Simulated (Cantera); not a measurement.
A closed system holds: 1 mol B, 0.099 mol O₂, 6.9 mol N₂, 0.47 mol NH₃, held at 0.825 Torr.

Cantera equilibrium calculation (NASA polynomials, part measured and part estimated; ideal gas, pure solids and liquids). Candidate condensed phases: B, BN, B₂O₃, B₃O₃H₃, H₂O; 39 gas species. Mutual solubility and eutectic melting of coexisting phases are not modelled. Kinetics and transport are ignored.

x: gas mole fraction; n: condensed amount in mol.

| T (°C) | x N₂ | x H₂ | x BO | x HBO | x H | x B₂O₃ | n BN(s) | n B₂O₃(l) |
|---|---|---|---|---|---|---|---|---|
| 1050 | 0.904 | 0.0944 | 1.09e-6 | 0.000202 | 1.47e-5 | 0.000316 | 0.871 | 0.0576 |
| 1150 | 0.899 | 0.0924 | 2.43e-5 | 0.00126 | 6.09e-5 | 0.00373 | 0.872 | 0.0189 |
| 1250 | 0.896 | 0.0912 | ___ | ___ | ___ | ___ | 0.861 | 0 |
| 1350 | 0.895 | 0.0898 | 0.000994 | 0.00649 | 0.000624 | 0.00381 | 0.839 | 0 |
| 1450 | 0.892 | 0.0878 | ___ | 0.00920 | ___ | ___ | 0.816 | 0 |
| 1550 | 0.888 | 0.0862 | 0.00748 | 0.00968 | 0.00384 | 0.000288 | 0.805 | 0 |
| 1650 | 0.884 | 0.0843 | 0.0126 | 0.00825 | 0.00825 | 3.66e-5 | 0.802 | 0 |

**Question.** What belongs in the gaps?

**Answer.** 
- 1450, x BO: 0.00332
- 1450, x H: 0.00163
- 1450, x B₂O₃: 0.00147
- 1250, x BO: 0.000199
- 1250, x HBO: 0.00342
- 1250, x H: 0.000210
- 1250, x B₂O₃: 0.00545
